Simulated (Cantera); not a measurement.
Input: 1 mol Pb, 2.1 mol CO, 8.7 mol H2, at 2.80 bar.

These are equilibrium values from Cantera (NASA tables, ideal gas, pure condensed phases), not measurements of a reactor. Candidate condensed phases: C, C6H6, C7H8, C8H18, H2O, Pb, PbO, PbO2, Pb3O4; 113 gas species. Rates play no part. All values below are at 1700 °C.

Base state: H2 0.736, CO 0.178, Pb 0.0846, H 0.000692, H2O 0.000206, CH4 0.000162, Pb2 0.000103, C2H2 (acetylene) 2.56e-5 (mole fractions); condensed: gas only.

### Question
What changes in the equilibrium state with this change: pressure from 2.80 bar to 0.0133 bar?

### Answer
| species | before | after |
|---|---|---|
| H2 | 0.736 | 0.729 |
| CO | 0.178 | 0.177 |
| Pb | 0.0846 | 0.0843 |
| H | 0.000692 | 0.00997 |
| CH4 | 0.000162 | 2.00e-7 |
| Pb2 | 0.000103 | 4.86e-7 |
| H2O | 0.000206 | 3.63e-6 |
| CO2 | 1.11e-5 | 1.97e-7 |
